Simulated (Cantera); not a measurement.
Cantera run:

```python
import numpy as np
import cantera as ct

gas_names = """
    H H2 Pb Pb2
""".split()
cond_names = """
    Pb(cr) Pb(L)
""".split()


def load(file, names, dense=False):
    # The tables refer to 1 bar. Condensed volumes are neglected.
    table = {s.name: s for s in ct.Species.list_from_file(file)}
    out = []
    for n in names:
        d = dict(table[n].input_data)
        d["thermo"] = dict(d["thermo"], **{"reference-pressure": 1e5})
        if dense:
            d["equation-of-state"] = {"model": "constant-volume", "density": "1e6 g/cm^3"}
        out.append(ct.Species.from_dict(d))
    return out


gas = ct.Solution(thermo="ideal-gas", species=load("nasa_gas.yaml", gas_names))
cond = {s.name: ct.Solution(thermo="fixed-stoichiometry", species=[s], name=s.name)
        for s in load("nasa_condensed.yaml", cond_names, dense=True)}
atoms = {
    'Pb': {'Pb': 1},
    'H2': {'H': 2},
}
top_T = {}  # K; cautious upper limits of use, not melting points


def equilibrate(T, P, feed):
    n = {}
    for name, mol in feed.items():
        for a, k in atoms[name].items():
            n[a] = n.get(a, 0.0) + k * mol
    gas.TPX = T, P, n
    mass = sum(n.values()) * gas.mean_molecular_weight
    gas.equilibrate("TP")
    valid = [c for c in cond.values() if c.min_temp <= T <= top_T.get(c.name, c.max_temp)]
    mix = ct.Mixture([(gas, mass / gas.mean_molecular_weight)] + [(c, 0.0) for c in valid])
    mix.T, mix.P = T, P
    mix.equilibrate("TP", solver="vcs", rtol=1e-11, max_steps=5000)
    return mix


results = []
feed = {'Pb': 1, 'H2': 3.3}  # mol
P = 1000  # Pa
for T in [800, 850, 900, 950, 1000, 1050, 1100, 1150, 1200, 1250, 1300, 1350, 1400, 1450]:
    mix = equilibrate(T, P, feed)
    results.append((T, P, feed, dict(zip(mix.species_names, mix.species_moles))))

top = {s: max(r[3][s] / sum(r[3][g] for g in gas_names) for r in results) for s in gas_names}
cols = sorted((s for s in top if top[s] > 0.0001), key=lambda s: -top[s])[:8]
seen = [c for c in cond_names if any(r[3].get(c, 0) > 1e-12 for r in results)]
print("log10 of partial pressures in bar; condensed amounts in mol")
print(f"{'T/K':>10s}" + "".join(f"{s[:9]:>10s}" for s in cols + seen))
for T, P, feed, n in results:
    ng = sum(n[g] for g in gas_names)
    print(f"{T:10.4g}" + "".join(f"{np.log10(max(n[s] / ng * P / 1e5, 1e-99)):10.3f}" for s in cols)
          + "".join(f"{n.get(c, 0):10.4g}" for c in seen))
```

It prints:

```
log10 of partial pressures in bar; condensed amounts in mol
       T/K        H2        Pb     Pb(L)
       800    -2.000    -7.212         1
       850    -2.000    -6.497    0.9999
       900    -2.000    -5.864    0.9995
       950    -2.000    -5.298    0.9983
      1000    -2.001    -4.791    0.9946
      1050    -2.002    -4.332    0.9846
      1100    -2.005    -3.917    0.9595
      1150    -2.013    -3.538    0.9015
      1200    -2.029    -3.192    0.7732
      1250    -2.062    -2.874    0.4905
      1300    -2.115    -2.634         0
      1350    -2.115    -2.634         0
      1400    -2.115    -2.634         0
      1450    -2.115    -2.634         0
```

These are equilibrium values from Cantera (NASA tables, ideal gas, pure condensed phases), not measurements of a reactor.
